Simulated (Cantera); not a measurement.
A closed system holds: 1 mol Mg(OH)2, 0.055 mol C, 1.2 mol H2O, at 0.0160 bar.

These are equilibrium values from Cantera (NASA tables, ideal gas, pure condensed phases), not measurements of a reactor. Candidate condensed phases: C, C6H6, C7H8, C8H18, H2O, Mg, MgCO3, MgO, Mg(OH)2; 116 gas species. Kinetics and transport are ignored.

x: gas mole fraction; n: condensed amount in mol.

```csv
T (°C),x H2O,x H2,x CO2,x OH,x O2,n MgO(s)
602,0.927,0.0483,0.0239,1.23e-12,<1e-12,1.00
702,0.928,0.0480,0.0236,…,<1e-12,1.00
802,0.928,0.0477,0.0233,1.87e-9,<1e-12,1.00
902,0.928,0.0473,0.0229,2.88e-8,1.35e-12,1.00
1002,0.929,0.0469,0.0225,…,…,1.00
1102,0.929,0.0465,0.0221,2.10e-6,2.33e-9,1.00
1202,0.929,0.0461,0.0217,1.16e-5,4.61e-8,1.00
1302,0.930,0.0457,0.0213,5.19e-5,6.25e-7,1.000
1402,0.930,0.0454,0.0210,0.000194,6.24e-6,1.000
1502,0.929,0.0452,0.0206,0.000623,4.78e-5,1.000
1602,0.927,0.0455,0.0203,0.00176,0.000288,1.000
1702,0.920,0.0477,0.0197,0.00434,0.00132,1.000
1802,0.902,0.0541,0.0187,0.00933,0.00433,0.999
1902,0.870,0.0661,0.0170,0.0175,0.0103,0.998
```

Task: Complete the blanks.

Result: 
- 702, x OH: 6.95e-11
- 1002, x OH: 2.91e-7
- 1002, x O2: 7.47e-11
